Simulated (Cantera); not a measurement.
## Low-pressure radical oxidation in H2/O2

An isothermal, constant-pressure homogeneous reactor starts with H2 : O2 : N2 = 0.029 : 1 : 1.6 (molar parts), at 1125 K and 0.00415 atm.

Detailed kinetics in Cantera: the H2/O2 subset of GRI-Mech 3.0, which has no nitrogen chemistry. Radical loss at walls, strong at low pressure, is not modelled.

| t (s) | x H2 | x O2 | x H | x H2O2 | x H2O | x OH | x O |
|---|---|---|---|---|---|---|---|
| 2.00e-5 | 0.0110 | 0.380 | 5.23e-12 | <1e-12 | <1e-12 | <1e-12 | <1e-12 |
| 5.79e-5 | 0.0110 | 0.380 | 1.46e-11 | <1e-12 | <1e-12 | <1e-12 | <1e-12 |
| 0.000168 | 0.0110 | 0.380 | 3.84e-11 | <1e-12 | <1e-12 | 6.46e-12 | 6.66e-12 |
| 0.000485 | 0.0110 | 0.380 | 8.98e-11 | <1e-12 | 7.06e-12 | 4.28e-11 | 4.66e-11 |
| 0.00140 | 0.0110 | 0.380 | 2.04e-10 | <1e-12 | 1.18e-10 | 2.30e-10 | 2.87e-10 |
| 0.00406 | 0.0110 | 0.380 | 8.27e-10 | <1e-12 | 1.91e-9 | 1.43e-9 | 2.16e-9 |
| 0.0118 | 0.0110 | 0.380 | 2.49e-8 | 2.57e-12 | 9.96e-8 | 4.77e-8 | 7.77e-8 |
| 0.0340 | 0.00942 | 0.379 | 0.000323 | 4.64e-9 | 0.00121 | 0.000484 | 0.000881 |
| 0.0985 | 0.000119 | 0.371 | 0.00134 | 5.91e-9 | 0.00993 | 0.000628 | 0.00792 |
| 0.285 | 0.000101 | 0.372 | 0.00107 | 5.87e-9 | 0.0101 | 0.000581 | 0.00685 |
| 0.825 | 7.02e-5 | 0.374 | 0.000605 | 6.02e-9 | 0.0104 | 0.000486 | 0.00465 |
| 2.39 | 3.01e-5 | 0.375 | 0.000165 | 5.85e-9 | 0.0108 | 0.000318 | 0.00194 |
| 6.91 | 6.91e-6 | 0.377 | 1.80e-5 | 4.50e-9 | 0.0110 | 0.000153 | 0.000442 |
| 20.0 | 1.10e-6 | 0.377 | 1.14e-6 | 2.21e-9 | 0.0111 | 6.12e-5 | 7.04e-5 |
x: mole fraction; the columns are a selection and need not sum to one.

Equilibrium at this temperature and pressure: H2 6.76e-10, O2 0.377, H 1.79e-11, H2O2 5.17e-12, H2O 0.0111, OH 1.53e-6, O 4.40e-8 (gas phase only).
